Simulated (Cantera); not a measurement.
Feed: 1 mol CH2F2, 7.4 mol H2, 0.48 mol CH4, equilibrated at 3375 K and 13.0 Pa.

Equilibrium computed with Cantera from the NASA thermochemical tables; the gas is ideal and each condensed phase is pure. Candidate condensed phases: C, C6H6, C7H8, C8H18; 95 gas species. The numbers say what is thermodynamically allowed, not how fast it happens.

Base state: H 0.843, F 0.0861, C 0.0659, HF 0.00430, H2 0.000476, C2 0.000456, CF 0.000141, C3 2.97e-5 (mole fractions); condensed: gas only.

**Question.** What changes in the equilibrium state with this change: CH2F2 replaced by C2F6?

**Answer.** 
```csv
species,before,after
H,0.843,0.661
F,0.0861,0.231
C,0.0659,0.0967
CF,0.000141,0.000554
C3,2.97e-5,9.39e-5
C2,0.000456,0.000983
HF,0.00430,0.00904
H2,0.000476,0.000293
```
The feed counts by its element totals alone.
